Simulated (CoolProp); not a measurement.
Vapour-liquid equilibrium of CHF3 (R23) (1) + CH2F2 (R32) (2) at -52.05 °C; x and y are mole fractions of (1).

Computed with CoolProp (multi-fluid Helmholtz-energy mixture model, Penoncello 2003 and Tillner-Roth 1997; pair parameters Bell 2016).

```tsv
x	bubble pressure, mixture model (kPa)	bubble pressure, Raoult's law (kPa)	y, mixture model	y, Raoult's law
0.05	116.4	116.3	0.183	0.189
0.2	167.7	167.5	0.512	0.526
0.35	218.9	218.6	0.689	0.705
0.5	269.7	269.7	0.800	0.816
0.65	320.1	320.8	0.878	0.892
0.8	370.7	372.0	0.937	0.947
0.95	422.4	423.1	0.985	0.988
```

The largest gap from Raoult's law is -0.3 % in bubble pressure, at x = 0.8. No azeotrope shows between x = 0.05 and 0.95.

The pair parameters rest on a limited set of measurements; away from them the model extrapolates.
